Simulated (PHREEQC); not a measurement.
Consider water at 25 °C with 0.028 mol/kgw KH2PO4, 0.085 mol/kgw H2SO4 and 0.014 mol/kgw NiSO4. Closed to the air; pH follows from the charge balance.

The numbers come from PHREEQC with the ion-association model, wateq4f.dat.

Problem. The ionic strength comes out as 0.159 mol/kgw. What activity coefficients do Ni+2, Ni(SO4)2-2, SO4-2, HSO4-, KSO4- get?

Solution. Ni+2 0.33, Ni(SO4)2-2 0.33, SO4-2 0.32, HSO4- 0.74, KSO4- 0.76.

Precipitation was switched off in this run. H3PO4, which wateq4f.dat lacks, is added to it with the constant of phreeqc.dat. The database has no phosphate complexes of Ni.
